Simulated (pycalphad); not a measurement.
An equivalent pycalphad script:

```python
from pycalphad import Database, equilibrium, calculate, variables as v
import numpy as np
db = Database('COST507.tdb')
comps = ['AL', 'SI', 'FE', 'VA']
phases = ['AL13FE4', 'AL2FE', 'AL5FE2', 'AL5FE4', 'ALFESI_ALPHA', 'ALFESI_BETA', 'ALFESI_DELTA', 'ALFESI_GAMMA', 'ALFESI_TAU1', 'ALFESI_TAU3', 'BCC_B2', 'DIAMOND_A4', 'FCC_A1', 'FE2SI', 'FE5SI3', 'FESI', 'FESI2_H', 'FESI2_L', 'LIQUID']
eq = equilibrium(db, comps, phases, {v.X('SI'): 0.0092, v.X('FE'): 0.0308, v.T: np.arange(1850, 499, -75), v.P: 101325, v.N: 1}, output=['HM', 'SM'])
```

Computed with pycalphad from the COST 507 light-alloy database (1999), at 1 atm. These are 1990s assessments: newer ones move some temperatures and phases. Amounts are mole fractions of atoms.

Results at three of the temperatures:

```
T = 950.00 K, P = 101325 Pa, N = 1 mol of atoms
G = -42396 J/mol, H = 25350 J/mol, S = 71.31 J/(mol K)  (SER reference)
chemical potentials (J/mol): Al -39214, Si -55171, Fe -137768
phase             fraction      x(Al)      x(Si)      x(Fe)
LIQUID              0.9158     0.9782     0.0100     0.0118
AL13FE4             0.0842     0.7616   0.000958     0.2375
```

```
T = 875.00 K, P = 101325 Pa, N = 1 mol of atoms
G = -37592 J/mol, H = 12552 J/mol, S = 57.31 J/(mol K)  (SER reference)
chemical potentials (J/mol): Al -34426, Si -38102, Fe -136110
phase             fraction      x(Al)      x(Si)      x(Fe)
FCC_A1              0.8521     0.9970     0.0029    0.00013
ALFESI_ALPHA        0.0925     0.7385     0.0715     0.1900
AL13FE4             0.0553     0.7608     0.0023     0.2369
```

```
T = 575.00 K, P = 101325 Pa, N = 1 mol of atoms
G = -22218 J/mol, H = 3480 J/mol, S = 44.69 J/(mol K)  (SER reference)
chemical potentials (J/mol): Al -18841, Si -23173, Fe -127176
phase             fraction      x(Al)      x(Si)      x(Fe)
FCC_A1              0.8446     0.9999   7.02e-05   6.06e-07
ALFESI_ALPHA        0.1272     0.7382     0.0718     0.1900
AL13FE4             0.0281     0.7645   1.94e-05     0.2354
```

Changes of the phase set, refined by bisection:

```tsv
T (K)	phases above	phases below
1074.5	liquid	AL13FE4 + liquid
921.2	AL13FE4 + liquid	AL13FE4 + fcc + liquid
904.8	AL13FE4 + fcc + liquid	AL13FE4 + ALFESI_ALPHA + fcc
```

Database names, with the compositions (at.%) that they take in these runs: AL13FE4: Al 76 Fe 24; ALFESI_ALPHA: Al 74 Fe 19 Si 7. FCC_A1 is fcc.
